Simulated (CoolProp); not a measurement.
The fluoroketone C6F12O (FK-5-1-12) at several states: density (kg/m³) from the reference equation and from simpler models built on Tc = 168.7 °C, pc = 1.869 MPa, ω = 0.471; each cubic takes its own stable root.

Model: reference Helmholtz-energy equation of state, McLinden 2015, in CoolProp.

```
T (°C)  p (MPa)   phase  reference
------  -------  ------  ---------
47.05      3.28  liquid       1553
-77.75    0.131  liquid       1887
79.85       4.7  liquid       1461
-6.75     0.122  liquid       1695
143.05   0.0723     gas      6.717
```

**Question.** How far does each simpler model (van der Waals, Redlich-Kwong, Soave-Redlich-Kwong, Peng-Robinson) lie from the reference over these 5 states: mean and median of the absolute difference, and the worst?

**Answer.** 
- van der Waals: mean 43.3 %, median 38.6 %, worst -98.9 % at -6.75 °C and 0.122 MPa
- Redlich-Kwong: mean 10.8 %, median 13.2 %, worst -14.2 % at -77.75 °C and 0.131 MPa
- Soave-Redlich-Kwong: mean 7.1 %, median 7.9 %, worst -11.2 % at -77.75 °C and 0.131 MPa
- Peng-Robinson: mean 2.2 %, median 2.7 %, worst +4.2 % at 79.85 °C and 4.7 MPa

At some of these states van der Waals gives the other phase, because its saturation line lies elsewhere.
